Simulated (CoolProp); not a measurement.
Vapour-liquid equilibrium of CF4 (R14) (1) + CHF3 (R23) (2) at 195.7 K; x and y are mole fractions of (1).

Computed with CoolProp (multi-fluid Helmholtz-energy mixture model, Platzer 1990 and Penoncello 2003; pair parameters Bell 2016). This equation is an older, rougher fit; its heat capacities, sound speeds and derivatives of the liquid may be far off and weren't checked against measurements.

```json
[
 {"x": "0.05", "bubble pressure (MPa)": "0.3052", "y at the bubble point": "0.572", "dew pressure at overall composition x (MPa)": "0.1380", "liquid density (mol/L)": "20.06"},
 {"x": "0.125", "bubble pressure (MPa)": "0.5184", "y at the bubble point": "0.751", "dew pressure at overall composition x (MPa)": "0.1500", "liquid density (mol/L)": "19.57"},
 {"x": "0.2", "bubble pressure (MPa)": "0.6793", "y at the bubble point": "0.814", "dew pressure at overall composition x (MPa)": "0.1641", "liquid density (mol/L)": "19.08"},
 {"x": "0.275", "bubble pressure (MPa)": "0.7972", "y at the bubble point": "0.845", "dew pressure at overall composition x (MPa)": "___", "liquid density (mol/L)": "18.60"},
 {"x": "0.35", "bubble pressure (MPa)": "0.8824", "y at the bubble point": "0.863", "dew pressure at overall composition x (MPa)": "0.2018", "liquid density (mol/L)": "18.13"},
 {"x": "0.425", "bubble pressure (MPa)": "0.9449", "y at the bubble point": "0.875", "dew pressure at overall composition x (MPa)": "0.2280", "liquid density (mol/L)": "17.66"},
 {"x": "0.5", "bubble pressure (MPa)": "0.9934", "y at the bubble point": "0.885", "dew pressure at overall composition x (MPa)": "0.2619", "liquid density (mol/L)": "17.19"},
 {"x": "0.575", "bubble pressure (MPa)": "1.035", "y at the bubble point": "0.894", "dew pressure at overall composition x (MPa)": "0.3075", "liquid density (mol/L)": "16.74"},
 {"x": "0.65", "bubble pressure (MPa)": "1.076", "y at the bubble point": "0.903", "dew pressure at overall composition x (MPa)": "0.3721", "liquid density (mol/L)": "16.29"},
 {"x": "0.725", "bubble pressure (MPa)": "1.119", "y at the bubble point": "0.914", "dew pressure at overall composition x (MPa)": "0.4707", "liquid density (mol/L)": "15.87"},
 {"x": "0.8", "bubble pressure (MPa)": "1.167", "y at the bubble point": "0.929", "dew pressure at overall composition x (MPa)": "0.6369", "liquid density (mol/L)": "15.46"},
 {"x": "0.875", "bubble pressure (MPa)": "1.222", "y at the bubble point": "0.949", "dew pressure at overall composition x (MPa)": "0.9432", "liquid density (mol/L)": "15.08"},
 {"x": "0.95", "bubble pressure (MPa)": "___", "y at the bubble point": "___", "dew pressure at overall composition x (MPa)": "1.226", "liquid density (mol/L)": "14.75"}
]
```

Question: Complete the blanks.

Answer: 
- 0.275, dew pressure at overall composition x (MPa): 0.1810
- 0.95, bubble pressure (MPa): 1.284
- 0.95, y at the bubble point: 0.976

No azeotrope shows between x = 0.05 and 0.95.

Pair parameters are fitted to limited data, so mixtures are less certain than the pure fluids. With so large a gap from Raoult's law the liquid may split in two, which this calculation doesn't test in full.
